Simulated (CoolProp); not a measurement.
n-perfluoropentane along the isotherm 496.4 K: Z from the reference equation and from simpler models built on Tc = 421.0 K, pc = 2.063 MPa, ω = 0.436; each cubic takes its own stable root.

The numbers come from the reference Helmholtz-energy equation of state, Gao 2022 in CoolProp.

```tsv
p (MPa)	phase	reference
0.43	gas	0.9611
0.86	gas	0.9209
1.29	gas	0.8797
1.72	gas	0.8377
2.15	supercritical	0.7955
2.58	supercritical	0.7540
3.01	supercritical	0.7140
3.44	supercritical	0.6763
3.87	supercritical	0.6421
4.3	supercritical	0.6130
4.73	supercritical	0.5913
5.16	supercritical	0.5782
```

### Question
How far does each simpler model (van der Waals, Redlich-Kwong, Soave-Redlich-Kwong, Peng-Robinson) lie from the reference over these 12 states: mean and median of the absolute difference, and the worst?

### Answer
- van der Waals: mean 8.3 %, median 7.2 %, worst -18.1 % at 496.4 K and 3.87 MPa
- Redlich-Kwong: mean 6.3 %, median 6.7 %, worst -11.6 % at 496.4 K and 3.87 MPa
- Soave-Redlich-Kwong: mean 4.0 %, median 2.9 %, worst +11.1 % at 496.4 K and 5.16 MPa
- Peng-Robinson: mean 1.5 %, median 1.4 %, worst +4.1 % at 496.4 K and 5.16 MPa
